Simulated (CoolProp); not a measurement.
Vapour-liquid equilibrium of n-heptane (1) + n-dodecane (2) at 366.2 K; x and y are mole fractions of (1).

Values from CoolProp's multi-fluid Helmholtz-energy mixture model, Span 2003 and Lemmon 2004; pair parameters Bell 2016.

| x | bubble pressure (bar) | y at the bubble point | dew pressure at overall composition x (bar) | liquid density (mol/L) |
|---|---|---|---|---|
| 0.05 | 0.05338 | 0.741 | 0.01522 | 4.156 |
| 0.15 | 0.1363 | 0.909 | 0.01697 | 4.314 |
| 0.25 | 0.2233 | 0.950 | 0.01919 | 4.481 |
| 0.35 | 0.3116 | 0.969 | 0.02207 | 4.660 |
| 0.45 | 0.3991 | 0.979 | 0.02596 | 4.850 |
| 0.55 | 0.4850 | 0.986 | 0.03153 | 5.054 |
| 0.65 | 0.5691 | 0.990 | 0.04013 | 5.273 |
| 0.75 | 0.6520 | 0.994 | 0.05518 | 5.509 |
| 0.85 | 0.7350 | 0.997 | 0.08833 | 5.762 |
| 0.95 | 0.8200 | 0.999 | 0.2221 | 6.035 |

No azeotrope shows between x = 0.05 and 0.95.

The pair parameters rest on a limited set of measurements; away from them the model extrapolates. The gap from Raoult's law changes sign with composition, which may be real or a fault of the pair parameters; it wasn't checked against measurements.
